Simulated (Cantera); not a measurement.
Input (Python, Cantera) and output of one run.

```python
import numpy as np
import cantera as ct

gas_names = """
    CL CL2 H HCL H2 N NH NH2 NH3 N2 N2H2 N2H4 Si SiCL SiCL2 SiCL3 SiCL4 SiH SiHCL3 SiH2 SiH2CL2 SiH3
    SiH3CL SiH4 SiN Si2 Si2N Si3
""".split()
cond_names = """
    NH4CL(a) NH4CL(b) Si(cr) Si(L) Si3N4(a)
""".split()


# ... load() reads the species with a 1 bar reference pressure and builds the phases ...
atoms = {
    'SiHCl3': {'Si': 1, 'H': 1, 'CL': 3},
    'N2': {'N': 2},
    'H2': {'H': 2},
}
top_T = {'Si3N4(a)': 2400}  # K; cautious upper limits of use, not melting points


# ... equilibrate(T, P, feed) seeds the gas with the atoms and calls Mixture.equilibrate('TP', solver="vcs", rtol=1e-11, max_steps=5000) ...
results = []
feed = {'SiHCl3': 1, 'N2': 16, 'H2': 16}  # mol
T = 1400  # K
P = 3800  # Pa
mix = equilibrate(T, P, feed)
results.append((T, P, feed, dict(zip(mix.species_names, mix.species_moles))))
print(gas.report(threshold=1e-05))
for i in range(1, mix.n_phases):
    print(f"{mix.phase(i).name:16s} {mix.phase_moles(i):12.5e} mol")
```

Output:

```
       temperature   1400 K
          pressure   3800 Pa
           density   0.0055778 kg/m^3
  mean mol. weight   17.086 kg/kmol
   phase of matter   gas

                          1 kg             1 kmol
                     ---------------   ---------------
          enthalpy        1.5061e+06        2.5734e+07  J
   internal energy        8.2484e+05        1.4093e+07  J
           entropy             14380         2.457e+05  J/K
    Gibbs function       -1.8626e+07       -3.1825e+08  J
 heat capacity c_p              1946             33249  J/K
 heat capacity c_v            1459.4             24935  J/K

                      mass frac. Y      mole frac. X     chem. pot. / RT
                     ---------------   ---------------   ---------------
                 H        9.8776e-07        1.6743e-05           -11.236
               HCL           0.19054          0.089299           -38.814
                H2          0.053125           0.45025           -22.472
                N2           0.75441           0.46012           -29.849
             SiCL2         0.0014401        0.00024857           -64.921
             SiCL3        0.00025233        3.2071e-05             -92.5
             SiCL4        0.00017466        1.7566e-05           -120.08
     [  +21 minor]        5.8064e-05        1.0018e-05

Si(cr)            0.00000e+00 mol
Si3N4(a)          3.29946e-01 mol
```

These are equilibrium values from Cantera (NASA tables, ideal gas, pure condensed phases), not measurements of a reactor. N2 is the only nitrogen source here; it is nearly inert below about 1500 K, so the nitride shown seldom forms there in practice. The tables' values for SiCl3 are old estimates; treat these amounts as uncertain.
